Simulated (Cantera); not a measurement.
A closed system holds: 1 mol MgO, 0.78 mol NF3, 20 mol H2, 5.5 mol HF, held at 0.0735 Torr.

These are equilibrium values from Cantera (NASA tables, ideal gas, pure condensed phases), not measurements of a reactor. Candidate condensed phases: H2O, Mg, MgF2, MgO, Mg(OH)2; 50 gas species. Mutual solubility and eutectic melting of coexisting phases are not modelled. Kinetics and transport are ignored.

Which condensed phases are stable at each of these points (T (K)): 1023, 1123, 1223, 1323, 1423, 1523, 1623, 1723, 1823?


```csv
T (K),condensed phases,Mg condensed (%)
1023,MgF2(s),100.0
1123,MgF2(s) + MgO(s),99.9
1223,MgF2(s) + MgO(s),98.3
1323,MgO(s),91.0
1423,MgO(s),84.9
1523,MgO(s),74.7
1623,MgO(s),52.7
1723,gas only,0.0
1823,gas only,0.0
```

At 1023 K the condensed part is MgF2(s). From 1123 K to 1223 K the condensed part is MgF2(s) + MgO(s). From 1323 K to 1623 K the condensed part is MgO(s). From 1723 K to 1823 K nothing is condensed.
